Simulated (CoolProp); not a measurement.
C3F8 (R218) at several states: Z from the reference equation and from simpler models built on Tc = 71.9 °C, pc = 2640 kPa, ω = 0.317; each cubic takes its own stable root.

The numbers come from the reference Helmholtz-energy equation of state, Lemmon 2006 in CoolProp. It is a short technical equation, of lower accuracy than the large ones.

```
T (°C)   p (kPa)          phase  reference  Redlich-Kwong  Soave-Redlich-Kwong  Peng-Robinson
-------  -------  -------------  ---------  -------------  -------------------  -------------
-112.95      174         liquid    0.01302        0.01427              0.01393        0.01241
4.85         207            gas     0.9414         0.9489               0.9436         0.9400
-54.55      25.5            gas     0.9825         0.9883               0.9864         0.9859
127.55      6680  supercritical     0.5309         0.5200               0.5888         0.5493
```
